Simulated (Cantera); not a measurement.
**Equilibrium for silicon oxide and oxynitride deposition: Si₂H₆ + O₂ + N₂**

A closed system holds: 1 mol Si₂H₆, 0.3 mol O₂, 13 mol N₂, at 698.15 K and 65.3 Torr.

These are equilibrium values from Cantera (NASA tables, ideal gas, pure condensed phases), not measurements of a reactor. Candidate condensed phases: H₂O, Si, SiO₂, Si₂N₂O, Si₃N₄; 35 gas species. The feed counts by its element totals alone. N₂ is the only nitrogen source here; it is nearly inert below about 1500 K, so the nitride shown seldom forms there in practice. The numbers say what is thermodynamically allowed, not how fast it happens.

* **x(N₂)**: 0.798
* **x(H₂)**: 0.202
* **x(NH₃)**: 6.76e-5
* **n(Si₂N₂O(s))**: 0.600 mol
* **n(Si₃N₄(s))**: 0.267 mol
* **gas amount**: 14.87 mol
* **log10 activity of Si(s) (absent)**: -12.05
